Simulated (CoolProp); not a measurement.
A simple Rankine cycle with water: condensing at 294.15 K, boiler at 7.65 MPa, turbine inlet 567.1 K, turbine efficiency 0.85, pump efficiency 0.7, no recuperator. Each further row changes one setting.

Computed with CoolProp (reference Helmholtz-energy equation of state, Wagner 2002).

```tsv
case	thermal efficiency (%)	net work (kJ/kg)	heat in (kJ/kg)	turbine exit temperature (K)	volume ratio over the turbine
as stated	33.8	903	2680	294.1	1570
turbine inlet 587.1 K	34.0	942	…	294.1	1460
condensing temperature 286.15 K	…	…	2710	286.1	2510
boiler pressure 5.35 MPa	33.0	922	2800	294.1	…
turbine efficiency 0.75	29.7	…	2680	294.1	1670
```

Question: Fill in the missing entries.

Answer: 
- turbine inlet 587.1 K, heat in (kJ/kg): 2770
- condensing temperature 286.15 K, thermal efficiency (%): 34.7
- condensing temperature 286.15 K, net work (kJ/kg): 941
- boiler pressure 5.35 MPa, volume ratio over the turbine: 1020
- turbine efficiency 0.75, net work (kJ/kg): 796

The expansion ends wet for: as stated; turbine inlet 587.1 K; condensing temperature 286.15 K; boiler pressure 5.35 MPa; turbine efficiency 0.75.
